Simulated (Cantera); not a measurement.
**Equilibrium for titanium nitride, carbide and oxide coatings: Ti + CH₄ + H₂**

A closed system holds: 1 mol Ti, 0.92 mol CH₄, 30 mol H₂, at 752 °C and 63.0 Torr.

These are equilibrium values from Cantera (NASA tables, ideal gas, pure condensed phases), not measurements of a reactor. Candidate condensed phases: C, C₆H₆, C₇H₈, C₈H₁₈, Ti, TiC; 77 gas species. Mutual solubility and eutectic melting of coexisting phases are not modelled. TiC: taken at fixed stoichiometry. Condensed phases not in the tables: N, O or C dissolved in the metal. The numbers say what is thermodynamically allowed, not how fast it happens.

```
Property                                     Value
--------------------------------------  ----------
x(H₂)                                         1.00
n(Ti(α))                                0.0800 mol
n(TiC(s))                                0.920 mol
gas amount                               31.84 mol
log10 activity of C(graphite) (absent)       -8.79
```
